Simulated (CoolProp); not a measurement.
C3F8 (R218) at 355.05 K and 0.121 MPa is compressed adiabatically to 0.783 MPa with isentropic efficiency 0.7. Each further row changes one setting.

The numbers come from the reference Helmholtz-energy equation of state, Lemmon 2006 in CoolProp. It is a short technical equation, of lower accuracy than the large ones.

```
case             work (kJ/kg)  final temperature (K)  final density (kg/m³)
---------------  ------------  ---------------------  ---------------------
as stated                 [?]                    [?]                   46.3
efficiency 1              [?]                  392.1                   48.2
efficiency 0.65          45.8                  409.0                   45.8
```

Problem. Fill in the missing entries.

Solution. 
- as stated, work (kJ/kg): 42.6
- as stated, final temperature (K): 405.5
- efficiency 1, work (kJ/kg): 29.8
